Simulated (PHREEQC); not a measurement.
A solution holds 19 mmol/kgw HF, 55 mmol/kgw H2SiF6, 24 mmol/kgw HBF4 and 0.47 mmol/kgw H2SO4, at 25 °C. Closed to the air; pH follows from the charge balance.

The numbers come from PHREEQC with the ion-association model, phreeqc.dat.

This is a speciation only: nothing precipitates in the calculation.

Q: What pH, ionic strength does the model give?

A: pH 0.97; ionic strength 0.190 mol/kgw.

Q: In which forms is S present?

A: HSO4- 81 %, SO4-2 19 % of the S.

SiF6-2 is the database's only silicon fluoride. Real BF4- forms and hydrolyses slowly; the run takes it at equilibrium.
